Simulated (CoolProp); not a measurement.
Saturation properties of ammonia (Tc = 405.6 K, pc = 113.6 bar, ω = 0.256).

Model: reference Helmholtz-energy equation of state, Gao 2020, in CoolProp.

```
T (K)  p (bar)  liquid density (kg/m³)  enthalpy of vaporisation (kJ/kg)  vapour Z  liquid viscosity (µPa s)  liquid conductivity (mW/(m K))
-----  -------  ----------------------  --------------------------------  --------  ------------------------  ------------------------------
282.7    6.053                   625.4                              1227    0.9149                       [?]                             531
286.9      [?]                   619.5                              1211    0.9068                       147                             518
291.1    8.023                   613.4                              1194    0.8984                       141                             506
295.3    9.175                     [?]                              1178    0.8894                       136                             [?]
299.5    10.45                   600.9                              1160    0.8799                       130                             482
303.7    11.86                   594.5                              1142    0.8700                       125                             470
307.9    13.40                   588.0                              1124       [?]                       120                             458
312.1      [?]                   581.3                              1105    0.8485                       115                             447
316.4    17.00                   574.3                              1084    0.8367                       111                             435
320.6    19.02                   567.3                              1064    0.8245                       106                             423
324.8    21.21                   560.2                              1043    0.8118                       102                             412
329      23.60                   552.8                              1020    0.7985                      98.3                             401
333.2    26.18                     [?]                             997.5    0.7846                      94.5                             390
337.4    28.96                   537.4                             973.6    0.7700                      90.8                             378
341.6    31.96                   529.4                             948.8    0.7547                      87.2                             367
```

What belongs in the gaps?


- 282.7, liquid viscosity (µPa s): 154
- 286.9, p (bar): 6.984
- 295.3, liquid density (kg/m³): 607.2
- 295.3, liquid conductivity (mW/(m K)): 494
- 307.9, vapour Z: 0.8595
- 312.1, p (bar): 15.10
- 333.2, liquid density (kg/m³): 545.2

It boils at 239.8 K under 1 atm.

Viscosity comes from a separate model (Fenghour 1995). Thermal conductivity comes from a separate model (Tufeu 1984).
